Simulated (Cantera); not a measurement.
What does this Cantera script print?

```python
import numpy as np
import cantera as ct

gas_names = """
    Cr CrN CrO CrO2 CrO3 H HNO HNO2 HNO3 HO2 H2 H2O H2O2 N NH NH2 NH3 NH2OH NO NO2 NO3 N2 N2H2 N2H4 N2O
    O OH O2 O3
""".split()
cond_names = """
    Cr(cr) Cr(L) CrN(s) Cr2N(s) Cr2O3(s) Cr2O3(L) H2O(s) H2O(L)
""".split()


# ... load() reads the species with a 1 bar reference pressure and builds the phases ...
atoms = {
    'Cr2O3': {'Cr': 2, 'O': 3},
    'H2': {'H': 2},
    'N2': {'N': 2},
}
top_T = {'CrN(s)': 1900, 'Cr2N(s)': 1900}  # K; cautious upper limits of use, not melting points


# ... equilibrate(T, P, feed) seeds the gas with the atoms and calls Mixture.equilibrate('TP', solver="vcs", rtol=1e-11, max_steps=5000) ...
results = []
feed = {'Cr2O3': 1, 'H2': 130, 'N2': 12}  # mol
for P in [10, 52, 270, 1400, 7200, 37000, 190000, 1000000]:
    for T in [1023, 1123, 1223, 1323, 1423, 1523, 1623, 1723, 1823, 1923, 2023]:
        mix = equilibrate(T, P, feed)
        results.append((T, P, feed, dict(zip(mix.species_names, mix.species_moles))))

for T, P, feed, n in results:
    print(f"{T:7g} {P:10.4g}  " + (" + ".join(c for c in cond_names if n.get(c, 0) > 1e-12) or "gas only"))
```

Result:

```
   1023         10  Cr2N(s) + Cr2O3(s)
   1123         10  Cr(cr) + Cr2O3(s)
   1223         10  Cr(cr) + Cr2O3(s)
   1323         10  Cr(cr) + Cr2O3(s)
   1423         10  Cr2O3(s)
   1523         10  Cr2O3(s)
   1623         10  Cr2O3(s)
   1723         10  gas only
   1823         10  gas only
   1923         10  gas only
   2023         10  gas only
   1023         52  Cr2N(s) + Cr2O3(s)
   1123         52  Cr(cr) + Cr2O3(s)
   1223         52  Cr(cr) + Cr2O3(s)
   1323         52  Cr(cr) + Cr2O3(s)
   1423         52  Cr(cr) + Cr2O3(s)
   1523         52  Cr2O3(s)
   1623         52  Cr2O3(s)
   1723         52  Cr2O3(s)
   1823         52  gas only
   1923         52  gas only
   2023         52  gas only
   1023        270  Cr2N(s) + Cr2O3(s)
   1123        270  Cr2N(s) + Cr2O3(s)
   1223        270  Cr(cr) + Cr2O3(s)
   1323        270  Cr(cr) + Cr2O3(s)
   1423        270  Cr(cr) + Cr2O3(s)
   1523        270  Cr(cr) + Cr2O3(s)
   1623        270  Cr2O3(s)
   1723        270  Cr2O3(s)
   1823        270  Cr2O3(s)
   1923        270  gas only
   2023        270  gas only
   1023       1400  Cr2N(s) + Cr2O3(s)
   1123       1400  Cr2N(s) + Cr2O3(s)
   1223       1400  Cr2N(s) + Cr2O3(s)
   1323       1400  Cr(cr) + Cr2O3(s)
   1423       1400  Cr(cr) + Cr2O3(s)
   1523       1400  Cr(cr) + Cr2O3(s)
   1623       1400  Cr(cr) + Cr2O3(s)
   1723       1400  Cr(cr) + Cr2O3(s)
   1823       1400  Cr2O3(s)
   1923       1400  Cr2O3(s)
   2023       1400  gas only
   1023       7200  CrN(s) + Cr2O3(s)
   1123       7200  Cr2N(s) + Cr2O3(s)
   1223       7200  Cr2N(s) + Cr2O3(s)
   1323       7200  Cr2N(s) + Cr2O3(s)
   1423       7200  Cr(cr) + Cr2O3(s)
   1523       7200  Cr(cr) + Cr2O3(s)
   1623       7200  Cr(cr) + Cr2O3(s)
   1723       7200  Cr(cr) + Cr2O3(s)
   1823       7200  Cr(cr) + Cr2O3(s)
   1923       7200  Cr(cr) + Cr2O3(s)
   2023       7200  Cr2O3(s)
   1023    3.7e+04  CrN(s) + Cr2O3(s)
   1123    3.7e+04  CrN(s) + Cr2O3(s)
   1223    3.7e+04  Cr2N(s) + Cr2O3(s)
   1323    3.7e+04  Cr2N(s) + Cr2O3(s)
   1423    3.7e+04  Cr2N(s) + Cr2O3(s)
   1523    3.7e+04  Cr(cr) + Cr2O3(s)
   1623    3.7e+04  Cr(cr) + Cr2O3(s)
   1723    3.7e+04  Cr(cr) + Cr2O3(s)
   1823    3.7e+04  Cr(cr) + Cr2O3(s)
   1923    3.7e+04  Cr(cr) + Cr2O3(s)
   2023    3.7e+04  Cr(cr) + Cr2O3(s)
   1023    1.9e+05  CrN(s) + Cr2O3(s)
   1123    1.9e+05  CrN(s) + Cr2O3(s)
   1223    1.9e+05  CrN(s) + Cr2O3(s)
   1323    1.9e+05  Cr2N(s) + Cr2O3(s)
   1423    1.9e+05  Cr2N(s) + Cr2O3(s)
   1523    1.9e+05  Cr2N(s) + Cr2O3(s)
   1623    1.9e+05  Cr(cr) + Cr2O3(s)
   1723    1.9e+05  Cr(cr) + Cr2O3(s)
   1823    1.9e+05  Cr(cr) + Cr2O3(s)
   1923    1.9e+05  Cr(cr) + Cr2O3(s)
   2023    1.9e+05  Cr(cr) + Cr2O3(s)
   1023      1e+06  CrN(s) + Cr2O3(s)
   1123      1e+06  CrN(s) + Cr2O3(s)
   1223      1e+06  CrN(s) + Cr2O3(s)
   1323      1e+06  CrN(s) + Cr2O3(s)
   1423      1e+06  Cr2N(s) + Cr2O3(s)
   1523      1e+06  Cr2N(s) + Cr2O3(s)
   1623      1e+06  Cr2N(s) + Cr2O3(s)
   1723      1e+06  Cr2N(s) + Cr2O3(s)
   1823      1e+06  Cr(cr) + Cr2O3(s)
   1923      1e+06  Cr(cr) + Cr2O3(s)
   2023      1e+06  Cr(cr) + Cr2O3(s)
```

Equilibrium computed with Cantera from the NASA thermochemical tables; the gas is ideal and each condensed phase is pure. Mutual solubility and eutectic melting of coexisting phases are not modelled.
